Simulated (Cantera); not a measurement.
An adiabatic, constant-volume homogeneous reactor starts with CH4 : O2 : N2 = 1 : 1.67 : 6.27 (molar parts), at 1623 K and 17.0 bar. Integrator tolerance rtol = 1e-08.

Model: GRI-Mech 3.0 (53 species, 325 reactions), integrated in Cantera. The pressure lies above the range GRI-Mech 3.0 was tuned for (to about 10 atm). Above 3000 K some thermodynamic fits are extrapolated.

### Question
What does this change do: 0.78 parts H2O added?

### Answer
```
quantity                                                              before                                      after
---------------------------------  -----------------------------------------  -----------------------------------------
time of steepest temperature rise                                    39.6 µs                                    45.3 µs
temperature at 0.800 s                                                3235 K                                     3117 K
equilibrium temperature                                               3235 K                                     3117 K
x(CH4) at 0.800 s                  5.98e-12 (gas-phase equilibrium 7.15e-12)  5.23e-12 (gas-phase equilibrium 6.20e-12)
x(O2) at 0.800 s                     0.00585 (gas-phase equilibrium 0.00585)    0.00504 (gas-phase equilibrium 0.00504)
x(H) at 0.800 s                      0.00942 (gas-phase equilibrium 0.00942)    0.00719 (gas-phase equilibrium 0.00719)
x(NO2) at 0.800 s                    4.71e-6 (gas-phase equilibrium 4.71e-6)    3.63e-6 (gas-phase equilibrium 3.63e-6)
x(CO2) at 0.800 s                      0.0403 (gas-phase equilibrium 0.0403)      0.0441 (gas-phase equilibrium 0.0441)
x(CO) at 0.800 s                       0.0646 (gas-phase equilibrium 0.0646)      0.0532 (gas-phase equilibrium 0.0532)
x(HCO) at 0.800 s                    1.34e-6 (gas-phase equilibrium 1.34e-6)    8.98e-7 (gas-phase equilibrium 8.98e-7)
```
